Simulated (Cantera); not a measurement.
Feed: 1 mol Si3N4, 0.015 mol CO2, 3.9 mol H2, held at 975 K and 0.00133 bar.

These are equilibrium values from Cantera (NASA tables, ideal gas, pure condensed phases), not measurements of a reactor. Candidate condensed phases: C, C6H6, C7H8, C8H18, H2O, Si, SiC, SiO2, Si2N2O, Si3N4; 151 gas species. Rates play no part.

### Question
What is the equilibrium state?

### Answer
```
Item                                  Result
--------------------------------  ----------
x(H2)                                  0.997
x(N2)                                0.00256
x(CH4)                              0.000167
n(C(graphite))                    0.0143 mol
n(Si2N2O(s))                      0.0300 mol
n(Si3N4(s))                        0.980 mol
gas amount                         3.909 mol
log10 activity of Si(s) (absent)       -3.88
```
